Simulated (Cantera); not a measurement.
An adiabatic, constant-pressure homogeneous reactor starts with 4.26 % CH4, 0.895 % H2, 17.3 % O2, 64.8 % N2, 12.8 % H2O, equivalence ratio 0.52, at 1475 K and 0.454 atm.

Cantera simulation using GRI-Mech 3.0 (53 species, 325 reactions); the numbers are that mechanism's predictions, not measurements.

One state of this run: T (K) = 1495; x CH4 = 0.0381; x H2 = 0.00919; x O2 = 0.170; x OH = 3.47e-5; x HCN = 3.28e-11. x: mole fraction; the columns are a selection and need not sum to one.

Problem. Which value of t (s) does it belong to?
A. 0.0699
B. 0.00511
C. 0.000894
D. 0.0122

Solution. C, 0.000894
